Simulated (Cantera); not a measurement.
An adiabatic, constant-pressure homogeneous reactor starts with CH₄ : H₂ : O₂ : N₂ = 1 : 0.12 : 0.896 : 3.37 (molar parts), equivalence ratio 2.3, at 1500 K and 0.987 atm. Integrator tolerance rtol = 1e-08.

Cantera simulation using GRI-Mech 3.0 (53 species, 325 reactions); the numbers are that mechanism's predictions, not measurements.

### Question
What does this change do: constant volume in place of constant pressure?

### Answer
| quantity | before | after |
|---|---|---|
| time of steepest temperature rise | 1.03 ms | 0.927 ms |
| temperature at 0.100 s | 2381 K | 2630 K |
| equilibrium temperature | 2381 K | 2630 K |
| x(CH₄) at 0.100 s | 6.70e-11 (gas-phase equilibrium 7.56e-11) | 1.04e-10 (gas-phase equilibrium 1.17e-10) |
| x(H₂) at 0.100 s | 0.213 (gas-phase equilibrium 0.213) | 0.209 (gas-phase equilibrium 0.209) |
| x(O₂) at 0.100 s | 2.77e-6 (gas-phase equilibrium 2.77e-6) | 1.49e-5 (gas-phase equilibrium 1.49e-5) |
| x(CH₂O) at 0.100 s | 1.21e-8 (gas-phase equilibrium 1.21e-8) | 2.52e-8 (gas-phase equilibrium 2.52e-8) |
| x(OH) at 0.100 s | 0.000616 (gas-phase equilibrium 0.000616) | 0.00168 (gas-phase equilibrium 0.00168) |
| x(CO₂) at 0.100 s | 0.0123 (gas-phase equilibrium 0.0123) | 0.0112 (gas-phase equilibrium 0.0112) |

### Question
What does this change do: pressure from 0.987 atm to 0.434 atm?

### Answer
| quantity | before | after |
|---|---|---|
| time of steepest temperature rise | 1.03 ms | 1.84 ms |
| temperature at 0.100 s | 2381 K | 2364 K |
| equilibrium temperature | 2381 K | 2364 K |
| x(CH₄) at 0.100 s | 6.70e-11 (gas-phase equilibrium 7.56e-11) | 1.39e-11 (gas-phase equilibrium 1.56e-11) |
| x(H₂) at 0.100 s | 0.213 (gas-phase equilibrium 0.213) | 0.212 (gas-phase equilibrium 0.212) |
| x(O₂) at 0.100 s | 2.77e-6 (gas-phase equilibrium 2.77e-6) | 5.24e-6 (gas-phase equilibrium 5.25e-6) |
| x(CH₂O) at 0.100 s | 1.21e-8 (gas-phase equilibrium 1.21e-8) | 5.26e-9 (gas-phase equilibrium 5.26e-9) |
| x(OH) at 0.100 s | 0.000616 (gas-phase equilibrium 0.000616) | 0.000834 (gas-phase equilibrium 0.000834) |
| x(CO₂) at 0.100 s | 0.0123 (gas-phase equilibrium 0.0123) | 0.0124 (gas-phase equilibrium 0.0124) |
